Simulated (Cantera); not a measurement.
Cantera run, input and output.

```python
import numpy as np
import cantera as ct

gas = ct.Solution("gri30.yaml", transport_model="mixture-averaged")
show = ['H', 'NO', 'CH4']

rows = []
print(f"{'T/K':>7s}{'rho':>11s}{'cp':>10s}{'mu':>11s}{'lambda':>11s}{'Pr':>7s}" + "".join(f"{'D_' + s:>11s}" for s in show))
for T in [400, 600, 800, 1000, 1200, 1400]:
    gas.TPX = T, 1000000, {'NO': 0.75, 'CO2': 0.43}
    Pr = gas.cp_mass * gas.viscosity / gas.thermal_conductivity
    D = [gas.mix_diff_coeffs_mole[gas.species_index(s)] for s in show]
    rows.append([gas.density, gas.cp_mass, gas.viscosity, gas.thermal_conductivity, Pr, *D])
    print(f"{T:7g}{gas.density:11.4e}{gas.cp_mass:10.1f}{gas.viscosity:11.4e}"
          f"{gas.thermal_conductivity:11.4e}{Pr:7.3f}" + "".join(f"{d:11.4e}" for d in D))
print("SI units: kg/m3, J/kg/K, Pa s, W/m/K, m2/s")
```

Output:

```
    T/K        rho        cp         mu     lambda     Pr        D_H       D_NO      D_CH4
    400 1.0557e+01     970.9 2.1691e-05 2.9624e-02  0.711 1.9143e-05 2.6443e-06 3.4168e-06
    600 7.0377e+00    1057.0 2.9516e-05 4.3583e-02  0.716 3.8971e-05 5.3988e-06 6.9528e-06
    800 5.2783e+00    1127.1 3.6233e-05 5.6677e-02  0.721 6.3783e-05 8.8475e-06 1.1377e-05
   1000 4.2226e+00    1179.1 4.2249e-05 6.8845e-02  0.724 9.3041e-05 1.2914e-05 1.6594e-05
   1200 3.5188e+00    1214.1 4.7772e-05 8.0188e-02  0.723 1.2638e-04 1.7548e-05 2.2539e-05
   1400 3.0162e+00    1241.5 5.2928e-05 9.0823e-02  0.723 1.6355e-04 2.2713e-05 2.9165e-05
SI units: kg/m3, J/kg/K, Pa s, W/m/K, m2/s
```

Computed with Cantera and GRI-Mech 3.0 (53 species, 325 reactions). The composition is frozen, though it would react at the higher temperatures.
